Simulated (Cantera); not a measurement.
## Thermodynamics of calcination and drying, feed MgCO3 + CO2

Charge: 1 mol MgCO3, 0.93 mol CO2, equilibrated at 2700 Torr.

These are equilibrium values from Cantera (NASA tables, ideal gas, pure condensed phases), not measurements of a reactor. Candidate condensed phases: C, Mg, MgCO3, MgO; 15 gas species. Equilibrium is a limit: real reactors are often held back by kinetics, nucleation or transport.

| T (K) | x CO2 | x CO | x O2 | x O | x Mg | x MgO | n MgO(s) |
|---|---|---|---|---|---|---|---|
| 848 | 1.00 | 2.18e-9 | 1.09e-9 | <1e-12 | <1e-12 | <1e-12 | 1.00 |
| 998 | 1.00 | 1.22e-7 | 6.08e-8 | <1e-12 | <1e-12 | <1e-12 | 1.00 |
| 1148 | 1.000 | 2.36e-6 | 1.18e-6 | 4.54e-12 | <1e-12 | <1e-12 | 1.00 |
| 1298 | 1.000 | 2.29e-5 | 1.14e-5 | 3.04e-10 | <1e-12 | <1e-12 | 1.00 |
| 1448 | 1.000 | 0.000138 | 6.91e-5 | 8.55e-9 | <1e-12 | <1e-12 | 1.00 |
| 1598 | 0.999 | 0.000594 | 0.000297 | 1.29e-7 | <1e-12 | <1e-12 | 1.00 |
| 1748 | 0.997 | 0.00198 | 0.000987 | 1.21e-6 | 3.68e-11 | 1.96e-11 | 1.00 |
| 1898 | 0.992 | 0.00541 | 0.00270 | 8.04e-6 | 1.18e-9 | 6.92e-10 | 1.00 |
| 2048 | 0.981 | 0.0127 | 0.00633 | 4.02e-5 | 2.25e-8 | 1.44e-8 | 1.00 |
| 2198 | 0.960 | 0.0263 | 0.0131 | 0.000161 | 2.85e-7 | 1.97e-7 | 1.000 |
x: gas mole fraction; n: condensed amount in mol.

From 848 K to 2198 K the condensed part is MgO(s).
